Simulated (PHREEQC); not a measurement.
Solution (82 °C): 0.012 mol/kgw HCl, 0.00011 mol/kgw Al2(SO4)3 and 0.00057 mol/kgw Na2SO4. It is in equilibrium with CO2 at log p = -2 (atm). Otherwise closed; pH follows from the charge balance.

Model: ion-association model, phreeqc.dat, run in PHREEQC.

| quantity | before | after |
|---|---|---|
| pH | 1.99 | 1.98 |
| ionic strength (mol/kgw) | 0.0138 | 0.0143 |
| HSO4- (mol/kgw) | 0.000630 | 0.000348 |
| SO4-2 (mol/kgw) | 0.000217 | 0.000484 |
| Al+3 (mol/kgw) | 0.000166 | 0.000154 |
| AlSO4+ (mol/kgw) | 5.12e-5 | 6.52e-5 |
| SI of Gibbsite (Al(OH)3) | -3.67 | -6.39 |
| SI of Halite (NaCl) | -6.59 | -6.54 |

Task: Name the change that produced these shifts.
(A) temperature from 82 to 25 °C
(B) temperature from 82 to 85 °C
(C) temperature from 82 to 55 °C
(D) HCl from 0.012 to 0.06 mol/kgw

Result: A, temperature from 82 to 25 °C

This is a speciation only: nothing precipitates in the calculation. At this temperature some constants are extrapolated from 25 °C, and those without enthalpy data are left unchanged.
